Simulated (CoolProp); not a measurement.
Carbon monoxide at several states: density (kg/m³) from the reference equation and from simpler models built on Tc = 132.9 K, pc = 3498 kPa, ω = 0.050; each cubic takes its own stable root.

Model: reference Helmholtz-energy equation of state, Lemmon 2006, in CoolProp. It is a short technical equation, of lower accuracy than the large ones.

| T (K) | p (kPa) | phase | reference | Soave-Redlich-Kwong | Peng-Robinson |
|---|---|---|---|---|---|
| 259.9 | 121 | gas | 1.570 | 1.570 | 1.571 |
| 302.8 | 11.3 | gas | 0.1257 | 0.1257 | 0.1257 |
| 125.9 | 688 | gas | [?] | [?] | 20.25 |
| 167.2 | 20300 | supercritical | [?] | [?] | [?] |

Question: What belongs in the gaps?

Answer: 
- 125.9, reference: 20.04
- 125.9, Soave-Redlich-Kwong: 20.08
- 167.2, reference: 505.8
- 167.2, Soave-Redlich-Kwong: 495.1
- 167.2, Peng-Robinson: 541.4
